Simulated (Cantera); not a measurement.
An adiabatic, constant-pressure homogeneous reactor starts with CH4 : CO : O2 : N2 = 1 : 0.16 : 6.71 : 25.2 (molar parts), at 1623 K and 7500 Torr. Integrator tolerance rtol = 1e-08.

Detailed kinetics in Cantera: GRI-Mech 3.0 (53 species, 325 reactions).

What does this change do: CH4 1 to 2.2 parts?


```csv
quantity,before,after
time of steepest temperature rise,48.2 µs,56.2 µs
temperature at 3.00 s,2261 K,2744 K
equilibrium temperature,2261 K,2744 K
x(CH4) at 3.00 s,<1e-12 (gas-phase equilibrium <1e-12),<1e-12 (gas-phase equilibrium <1e-12)
x(CO) at 3.00 s,0.000274 (gas-phase equilibrium 0.000274),0.00935 (gas-phase equilibrium 0.00935)
x(O2) at 3.00 s,0.134 (gas-phase equilibrium 0.134),0.0574 (gas-phase equilibrium 0.0574)
x(C2H2) at 3.00 s,<1e-12 (gas-phase equilibrium <1e-12),<1e-12 (gas-phase equilibrium <1e-12)
x(CO2) at 3.00 s,0.0349 (gas-phase equilibrium 0.0349),0.0589 (gas-phase equilibrium 0.0589)
x(NO) at 3.00 s,0.0113 (gas-phase equilibrium 0.0113),0.0170 (gas-phase equilibrium 0.0170)
x(H2O) at 3.00 s,0.0592 (gas-phase equilibrium 0.0592),0.117 (gas-phase equilibrium 0.117)
```

What does this change do: pressure from 7500 Torr to 8250 Torr?


| quantity | before | after |
|---|---|---|
| time of steepest temperature rise | 48.2 µs | 44.8 µs |
| temperature at 3.00 s | 2261 K | 2261 K |
| equilibrium temperature | 2261 K | 2261 K |
| x(CH4) at 3.00 s | <1e-12 (gas-phase equilibrium <1e-12) | <1e-12 (gas-phase equilibrium <1e-12) |
| x(CO) at 3.00 s | 0.000274 (gas-phase equilibrium 0.000274) | 0.000262 (gas-phase equilibrium 0.000262) |
| x(O2) at 3.00 s | 0.134 (gas-phase equilibrium 0.134) | 0.134 (gas-phase equilibrium 0.134) |
| x(C2H2) at 3.00 s | <1e-12 (gas-phase equilibrium <1e-12) | <1e-12 (gas-phase equilibrium <1e-12) |
| x(CO2) at 3.00 s | 0.0349 (gas-phase equilibrium 0.0349) | 0.0349 (gas-phase equilibrium 0.0349) |
| x(NO) at 3.00 s | 0.0113 (gas-phase equilibrium 0.0113) | 0.0114 (gas-phase equilibrium 0.0114) |
| x(H2O) at 3.00 s | 0.0592 (gas-phase equilibrium 0.0592) | 0.0593 (gas-phase equilibrium 0.0593) |
